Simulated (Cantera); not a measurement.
What does this Cantera script print?

```python
import numpy as np
import cantera as ct

gas_names = [...]  # 113 gases of nasa_gas.yaml made of C, H, O, Ta
cond_names = """
    C(gr) C6H6(L) C7H8(L) C8H18(L),n-octa H2O(s) H2O(L) Ta(cr) Ta(L) TaC(s) TaC(L) Ta2O5(s) Ta2O5(L)
""".split()


# ... load() reads the species with a 1 bar reference pressure and builds the phases ...
atoms = {
    'Ta2O5': {'Ta': 2, 'O': 5},
    'CH4': {'C': 1, 'H': 4},
    'H2': {'H': 2},
}
top_T = {'C(gr)': 4500}  # K; cautious upper limits of use, not melting points


# ... equilibrate(T, P, feed) seeds the gas with the atoms and calls Mixture.equilibrate('TP', solver="vcs", rtol=1e-11, max_steps=5000) ...
results = []
feed = {'Ta2O5': 1, 'CH4': 2, 'H2': 0.9}  # mol
P = 100000  # Pa
for T in [2025, 2050, 2075, 2100, 2125, 2150, 2175, 2200, 2225, 2250, 2275, 2300]:
    mix = equilibrate(T, P, feed)
    results.append((T, P, feed, dict(zip(mix.species_names, mix.species_moles))))
    x = sorted(zip(gas.X, gas.species_names), reverse=True)
    print(f"T = {T:g} K  P = {P:g} Pa  gas = {mix.phase_moles(0):.4g} mol")
    print("   x: " + "  ".join(f"{s} {v:.3e}" for v, s in x if v > 1e-06))
    print("   condensed (mol): " + ("  ".join(f"{mix.phase(i).name} {mix.phase_moles(i):.4g}"
          for i in range(1, mix.n_phases) if mix.phase_moles(i) > 1e-12) or "none"))
```

It prints:

```
T = 2025 K  P = 100000 Pa  gas = 6.325 mol
   x: H2 7.691e-01  CO 2.241e-01  H2O 4.751e-03  H 1.688e-03  CO2 2.961e-04  OH 1.090e-06
   condensed (mol): TaC(s) 0.5805  Ta2O5(s) 0.7097
T = 2050 K  P = 100000 Pa  gas = 6.326 mol
   x: H2 7.688e-01  CO 2.241e-01  H2O 4.838e-03  H 1.989e-03  CO2 2.959e-04  TaO2 1.472e-06  OH 1.368e-06
   condensed (mol): TaC(s) 0.5807  Ta2O5(s) 0.7096
T = 2075 K  P = 100000 Pa  gas = 6.327 mol
   x: H2 7.685e-01  CO 2.240e-01  H2O 4.883e-03  H 2.335e-03  CO2 2.933e-04  TaO2 2.252e-06  OH 1.693e-06
   condensed (mol): TaC(s) 0.5808  Ta2O5(L) 0.7096
T = 2100 K  P = 100000 Pa  gas = 6.328 mol
   x: H2 7.681e-01  CO 2.240e-01  H2O 4.908e-03  H 2.731e-03  CO2 2.897e-04  TaO2 3.368e-06  OH 2.077e-06
   condensed (mol): TaC(s) 0.5808  Ta2O5(L) 0.7096
T = 2125 K  P = 100000 Pa  gas = 6.329 mol
   x: H2 7.677e-01  CO 2.239e-01  H2O 4.931e-03  H 3.182e-03  CO2 2.861e-04  TaO2 4.986e-06  OH 2.536e-06
   condensed (mol): TaC(s) 0.5809  Ta2O5(L) 0.7096
T = 2150 K  P = 100000 Pa  gas = 6.331 mol
   x: H2 7.672e-01  CO 2.239e-01  H2O 4.953e-03  H 3.694e-03  CO2 2.826e-04  TaO2 7.309e-06  OH 3.080e-06
   condensed (mol): TaC(s) 0.5809  Ta2O5(L) 0.7095
T = 2175 K  P = 100000 Pa  gas = 6.333 mol
   x: H2 7.666e-01  CO 2.238e-01  H2O 4.973e-03  H 4.274e-03  CO2 2.793e-04  TaO2 1.061e-05  OH 3.724e-06  TaO 1.142e-06
   condensed (mol): TaC(s) 0.5809  Ta2O5(L) 0.7095
T = 2200 K  P = 100000 Pa  gas = 6.335 mol
   x: H2 7.660e-01  CO 2.237e-01  H2O 4.991e-03  H 4.929e-03  CO2 2.760e-04  TaO2 1.526e-05  OH 4.482e-06  TaO 1.789e-06
   condensed (mol): TaC(s) 0.581  Ta2O5(L) 0.7095
T = 2225 K  P = 100000 Pa  gas = 6.337 mol
   x: H2 7.654e-01  CO 2.236e-01  H 5.667e-03  H2O 5.008e-03  CO2 2.728e-04  TaO2 2.176e-05  OH 5.370e-06  TaO 2.774e-06
   condensed (mol): TaC(s) 0.581  Ta2O5(L) 0.7094
T = 2250 K  P = 100000 Pa  gas = 6.34 mol
   x: H2 7.646e-01  CO 2.236e-01  H 6.494e-03  H2O 5.022e-03  CO2 2.697e-04  TaO2 3.076e-05  OH 6.408e-06  TaO 4.255e-06
   condensed (mol): TaC(s) 0.581  Ta2O5(L) 0.7094
T = 2275 K  P = 100000 Pa  gas = 6.343 mol
   x: H2 7.638e-01  CO 2.234e-01  H 7.420e-03  H2O 5.035e-03  CO2 2.666e-04  TaO2 4.311e-05  OH 7.615e-06  TaO 6.464e-06
   condensed (mol): TaC(s) 0.581  Ta2O5(L) 0.7093
T = 2300 K  P = 100000 Pa  gas = 6.346 mol
   x: H2 7.628e-01  CO 2.233e-01  H 8.452e-03  H2O 5.046e-03  CO2 2.636e-04  TaO2 5.994e-05  TaO 9.725e-06  OH 9.012e-06
   condensed (mol): TaC(s) 0.581  Ta2O5(L) 0.7093
```

Equilibrium computed with Cantera from the NASA thermochemical tables; the gas is ideal and each condensed phase is pure. Mutual solubility and eutectic melting of coexisting phases are not modelled. TaC: taken at fixed stoichiometry. Condensed phases not in the tables: Ta2C.
